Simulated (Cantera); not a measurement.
Input: 1 mol C3H8, 0.24 mol O2, 0.77 mol N2, held at 41.0 Pa.

These are equilibrium values from Cantera (NASA tables, ideal gas, pure condensed phases), not measurements of a reactor. Candidate condensed phases: C, C6H6, C7H8, C8H18, H2O; 136 gas species. Rates play no part.

Over these rows the condensed part is C(graphite). Partial pressures as log10 of bar:

```json
[
 {"T (K)": "698", "1000/T (1/K)": "1.4327", "log p HCN": "-12.16", "log p H2": "-3.50", "log p N2": "-4.21", "log p CO": "-4.56"},
 {"T (K)": "898", "1000/T (1/K)": "1.1136", "log p HCN": "?", "log p H2": "-3.51", "log p N2": "-4.22", "log p CO": "-4.43"},
 {"T (K)": "1098", "1000/T (1/K)": "0.9107", "log p HCN": "-8.53", "log p H2": "-3.51", "log p N2": "-4.22", "log p CO": "-4.43"},
 {"T (K)": "1298", "1000/T (1/K)": "0.7704", "log p HCN": "-7.56", "log p H2": "-3.51", "log p N2": "-4.22", "log p CO": "-4.43"},
 {"T (K)": "1498", "1000/T (1/K)": "0.6676", "log p HCN": "-6.85", "log p H2": "-3.51", "log p N2": "-4.22", "log p CO": "-4.43"},
 {"T (K)": "1698", "1000/T (1/K)": "0.5889", "log p HCN": "-6.31", "log p H2": "-3.51", "log p N2": "-4.22", "log p CO": "-4.43"}
]
```

Task: Fit log p(HCN) = a + b·(1000/T) to the five rows, give the apparent enthalpy, and predict the row at 898 K.

Result: Means: 1000/T = 0.8741, log p = -8.282. Sxy = -3.108321, Sxx = 0.4481085, so b = -6.94 and a = -8.282 − (-6.94)×0.8741 = -2.22.
Apparent enthalpy: −19.145 × (-6.94) = 133 kJ/mol. With the condensed phases at unit activity, C(graphite) + 1/2 H2(g) + 1/2 N2(g) = HCN(g) links this pressure to the main gases: over the six rows their terms move log p by -0.01 in all, so the slope is close to that reaction's ΔH°. The five rows lie within 0.01 of the line.
Prediction at 898 K: -2.22 + (-6.94)×1.1136 = -9.95. The computed value is -9.94, 0.01 from the line.
